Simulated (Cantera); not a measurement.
A closed system holds: 1 mol Si(CH3)4, 0.0052 mol C2H2, 400 mol H2, at 0.133 bar.

Equilibrium computed with Cantera from the NASA thermochemical tables; the gas is ideal and each condensed phase is pure. Candidate condensed phases: C, C6H6, C7H8, C8H18, Si, SiC; 87 gas species. Gases not in the tables: Si2H6 and higher silanes. The numbers say what is thermodynamically allowed, not how fast it happens.

Question: Which condensed phases are stable at each of these points (T (K)): 1423, 1523, 1623, 1723, 1823, 1923, 2023, 2123, 2223, 2323?

Answer: 
```json
[
 {"T (K)": "1423", "condensed phases": "C(graphite) + SiC(s)", "Si condensed (%)": "100.0"},
 {"T (K)": "1523", "condensed phases": "C(graphite) + SiC(s)", "Si condensed (%)": "100.0"},
 {"T (K)": "1623", "condensed phases": "C(graphite) + SiC(s)", "Si condensed (%)": "100.0"},
 {"T (K)": "1723", "condensed phases": "C(graphite) + SiC(s)", "Si condensed (%)": "100.0"},
 {"T (K)": "1823", "condensed phases": "C(graphite) + SiC(s)", "Si condensed (%)": "99.9"},
 {"T (K)": "1923", "condensed phases": "C(graphite) + SiC(s)", "Si condensed (%)": "99.6"},
 {"T (K)": "2023", "condensed phases": "C(graphite) + SiC(s)", "Si condensed (%)": "98.3"},
 {"T (K)": "2123", "condensed phases": "C(graphite) + SiC(s)", "Si condensed (%)": "93.4"},
 {"T (K)": "2223", "condensed phases": "C(graphite) + SiC(s)", "Si condensed (%)": "75.9"},
 {"T (K)": "2323", "condensed phases": "SiC(s)", "Si condensed (%)": "16.0"}
]
```

From 1423 K to 2223 K the condensed part is C(graphite) + SiC(s). At 2323 K the condensed part is SiC(s).
